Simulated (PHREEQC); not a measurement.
A solution holds 14.6 mmol/kgw MgCl2 and 110 mmol/kgw Na2SO4, at 25 °C. Closed to the air; pH follows from the charge balance.

Model: ion-association model, phreeqc.dat, run in PHREEQC.

Q: The ionic strength comes out as 0.298 mol/kgw. What activity coefficients do Na+, SO4-2, NaSO4-, Mg+2, Cl- get?

A: Na+ 0.73, SO4-2 0.25, NaSO4- 0.72, Mg+2 0.32, Cl- 0.69.

This is a speciation only: nothing precipitates in the calculation. Complexes and solids missing from the database can't appear.
